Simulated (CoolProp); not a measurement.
CH3F (R41) along the isobar 6.03 MPa: fugacity coefficient from the reference equation and from simpler models built on Tc = 44.1 °C, pc = 5.906 MPa, ω = 0.200; each cubic takes its own stable root.

Model: reference Helmholtz-energy equation of state, Lemmon 2006, in CoolProp. It is a short technical equation, of lower accuracy than the large ones.

| T (°C) | phase | reference | van der Waals | Redlich-Kwong | Peng-Robinson |
|---|---|---|---|---|---|
| -64.85 | liquid | 0.03598 | 0.1556 | 0.05453 | 0.03687 |
| -51.05 | liquid | 0.06398 | 0.2073 | 0.09243 | 0.06625 |
| -37.25 | liquid | 0.1047 | 0.2662 | 0.1440 | 0.1092 |
| -23.55 | liquid | 0.1593 | 0.3308 | 0.2091 | 0.1671 |
| -9.75 | liquid | 0.2294 | 0.4007 | 0.2875 | 0.2413 |
| 4.05 | liquid | 0.3143 | 0.4741 | 0.3767 | 0.3305 |
| 17.75 | liquid | 0.4114 | 0.5486 | 0.4726 | 0.4310 |
| 31.55 | liquid | 0.5187 | 0.6227 | 0.5716 | 0.5389 |
